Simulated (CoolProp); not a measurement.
A Linde-Hampson liquefier for ethylene: isothermal reversible compression at 300 K from 1 atm to 25 MPa, throttling to 1 atm, return gas leaving the recuperator 5 K below the feed. Each further row changes one setting.

Computed with CoolProp (reference Helmholtz-energy equation of state, Smukala 2000).

```
case                        liquid yield per pass  compression work (kJ/kg of gas)
--------------------------  ---------------------  -------------------------------
as stated                                   0.475                              386
high pressure 50 MPa                        0.460                              441
warm-end temperature 330 K                  0.392                              454
warm-end gap 10 K                           0.469                              386
```
